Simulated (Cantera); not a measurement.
A perfectly stirred reactor is fed with C2H6 : N2 = 1 : 9.3 (molar parts), at 0.735 Torr; it is held at 1875 K, and followed from long to short residence time.

Cantera simulation using GRI-Mech 3.0 (53 species, 325 reactions); the numbers are that mechanism's predictions, not measurements. GRI-Mech 3.0 stops at C3 and has no aromatics, soot or wall deposition, so with more carbon than oxygen in the feed, carbon stays in small species such as C2H2 where larger ones or solid carbon would form. Radical loss at walls, strong at low pressure, is not modelled.

| quantity | before | after |
|---|---|---|
| x(C2H6) at τ = 0.550 s | 0.000173 | 0.000270 |
| x(H) at τ = 0.550 s | 0.00242 | 0.00340 |
| x(CH4) at τ = 0.550 s | 0.0115 | 0.0246 |
| x(C2H4) at τ = 0.550 s | 0.00107 | 0.00169 |
| x(CH2) at τ = 0.550 s | 4.36e-5 | 4.64e-5 |
| x(C2H6) at τ = 11.0 ms | 0.00734 | 0.0120 |
| x(H) at τ = 11.0 ms | 0.00301 | 0.00414 |
| x(CH4) at τ = 11.0 ms | 0.0237 | 0.0604 |
| x(C2H4) at τ = 11.0 ms | 0.0177 | 0.0311 |
| x(CH2) at τ = 11.0 ms | 0.000170 | 0.000184 |

Which change was made?
A) temperature 1875 to 1100 K
B) temperature 1875 to 1475 K
C) N2 9.3 to 3.6 parts
D) temperature 1875 to 1700 K

C, N2 9.3 to 3.6 parts
